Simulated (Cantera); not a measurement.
Input: 1 mol HgO, 0.3 mol N2, equilibrated at 880000 Pa.

These are equilibrium values from Cantera (NASA tables, ideal gas, pure condensed phases), not measurements of a reactor. Candidate condensed phases: Hg, HgO; 10 gas species. Kinetics and transport are ignored.

At 527 °C, list the 3 most abundant gas species with their mole fractions, and the condensed phases.

N2 0.422, Hg 0.385, O2 0.193. Condensed: HgO(s).
